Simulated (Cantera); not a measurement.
Feed: 1 mol C₂H₂, 0.014 mol O₂, 0.51 mol H₂, 0.12 mol NH₃, at 848 K and 1000 Pa.

Equilibrium computed with Cantera from the NASA thermochemical tables; the gas is ideal and each condensed phase is pure. Rates play no part.

| species | before | after |
|---|---|---|
| H₂ | 0.945 | 0.527 |
| H | <1e-9 | 0.412 |
| N₂ | 0.0340 | 0.0198 |
| C₂H₂ (acetylene) | <1e-9 | 0.0124 |
| HCN | 5.24e-8 | 0.0115 |
| CO | 0.0147 | 0.0125 |
| HNC | <1e-9 | 0.00166 |
| C₂H | <1e-9 | 0.00103 |
| H₂O | 0.00103 | 1.01e-9 |
| C₃ | <1e-9 | 0.000880 |
| CN | <1e-9 | 0.000674 |
| C | <1e-9 | 0.000212 |
| C(graphite), mol | 1.96 | 1.87 |
Gas species are given as mole fractions.

Task: What was changed between the two runs?
A) temperature from 848 K to 2700 K
B) temperature from 848 K to 1375 K
C) O₂ from 0.014 to 0.41 mol
D) temperature from 848 K to 2798.15 K

Result: A, temperature from 848 K to 2700 K
